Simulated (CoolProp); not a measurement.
Vapour-liquid equilibrium of methanol (1) + acetone (2) at 446.6 K; x and y are mole fractions of (1).

Computed with CoolProp (multi-fluid Helmholtz-energy mixture model, de Reuck 1993 and Lemmon 2006; pair parameters Bell 2016).

```csv
x,bubble pressure (MPa),y at the bubble point,dew pressure at overall composition x (MPa),liquid density (mol/L)
0.05,(withheld),0.070,1.811,10.15
0.2,1.996,0.255,1.946,10.93
0.35,2.134,(withheld),2.081,(withheld)
0.5,2.242,(withheld),2.205,12.98
0.65,2.320,(withheld),2.304,14.36
0.8,2.365,0.809,2.363,16.05
0.95,2.374,0.949,2.374,18.14
```

Task: Fill in the missing entries.

Result: 
- 0.05, bubble pressure (MPa): 1.829
- 0.35, y at the bubble point: 0.411
- 0.35, liquid density (mol/L): 11.86
- 0.5, y at the bubble point: 0.550
- 0.65, y at the bubble point: 0.680

y crosses x between x = 0.8 and 0.95: the model has an azeotrope there.

Pair parameters are fitted to limited data, so mixtures are less certain than the pure fluids.
